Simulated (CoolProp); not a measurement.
A single-stage vapour-compression cycle with R407C: evaporating at 300.15 K (dew point), condensing at 338.15 K (bubble point), superheat 5 K, subcooling 2 K, compressor efficiency 0.85, no pressure losses. Each further row changes one setting.

The numbers come from the reference Helmholtz-energy equation of state, Lemmon 2003 in CoolProp. It is a pseudo-pure fit of the blend.

```
case                              cooling COP  pressure ratio  discharge temperature (K)  refrigerating effect (kJ/kg)  volumetric capacity (kJ/m³)
--------------------------------  -----------  --------------  -------------------------  ----------------------------  ---------------------------
as stated                                4.23            2.85                      361.0                           126                         5640
evaporating temperature 305.15 K         5.01            2.48                      359.3                           ___                         6630
condensing temperature 333.15 K          5.05            2.56                      354.7                           ___                         6060
subcooling 7 K                           4.56            2.85                      361.0                           ___                         6090
superheat 15 K                           4.28            2.85                      370.5                           137                         5760
compressor efficiency 0.75               3.73            2.85                        ___                           126                         5640
```

**Question.** What belongs in the gaps?

**Answer.** 
- evaporating temperature 305.15 K, refrigerating effect (kJ/kg): 128
- condensing temperature 333.15 K, refrigerating effect (kJ/kg): 135
- subcooling 7 K, refrigerating effect (kJ/kg): 136
- compressor efficiency 0.75, discharge temperature (K): 363.8
